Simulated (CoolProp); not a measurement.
A closed Brayton cycle with nitrogen: compressor inlet 327.15 K and 4.6 MPa, high pressure 8.63 MPa, turbine inlet 915 K, compressor efficiency 0.85, turbine efficiency 0.85, recuperator effectiveness 0.95 (on enthalpy, no pinch check). Each further row changes one setting.

Computed with CoolProp (reference Helmholtz-energy equation of state, Span 2000).

```csv
case,thermal efficiency (%),net work (kJ/kg),compressor to turbine work,compressor exit (K),turbine exit (K)
as stated,(withheld),57.1,0.58,403.7,797.0
turbine inlet 865 K,32.6,49.6,(withheld),403.7,752.4
compressor inlet 337.15 K,33.9,(withheld),(withheld),(withheld),797.0
high pressure 7.34 MPa,35.1,(withheld),0.56,(withheld),825.8
recuperator effectiveness 0.5,16.1,57.1,0.58,403.7,797.0
```

Problem. Fill in the missing entries.

Solution. 
- as stated, thermal efficiency (%): 35.3
- turbine inlet 865 K, compressor to turbine work: 0.62
- compressor inlet 337.15 K, net work (kJ/kg): 54.5
- compressor inlet 337.15 K, compressor to turbine work: 0.60
- compressor inlet 337.15 K, compressor exit (K): 416.0
- high pressure 7.34 MPa, net work (kJ/kg): 45.9
- high pressure 7.34 MPa, compressor exit (K): 382.7
